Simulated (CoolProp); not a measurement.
Saturated liquid density (kg/m³) of carbonyl sulfide: the reference equation beside estimates from Tc = 105.6 °C, pc = 6.369 MPa, ω = 0.098. Rackett uses Z = 0.29056 − 0.08775 ω.

Values from CoolProp's reference Helmholtz-energy equation of state, Lemmon 2006. It is a short technical equation, of lower accuracy than the large ones.

```tsv
T (°C)	reference	Rackett	van der Waals	Redlich-Kwong
-74.95	1226	…	786.0	…
-53.15	…	1157	758.5	1119
-31.35	1133	1110	728.7	1067
-9.55	1082	…	695.9	…
12.35	1026	1006	659.1	…
34.15	962.8	945.6	617.5	869.1
55.95	888.5	875.0	…	780.6
77.75	793.6	785.6	506.1	669.7
99.55	636.0	635.5	407.7	500.0
```

**Question.** Complete the blanks.

**Answer.** 
- -74.95, Rackett: 1200
- -74.95, Redlich-Kwong: 1165
- -53.15, reference: 1181
- -9.55, Rackett: 1061
- -9.55, Redlich-Kwong: 1010
- 12.35, Redlich-Kwong: 944.1
- 55.95, van der Waals: 568.3

Absolute difference from the reference over all 9 rows, mean and median: Rackett 1.6 and 1.9 %, van der Waals 35.9 and 35.9 %, Redlich-Kwong 10.0 and 8.0 %.
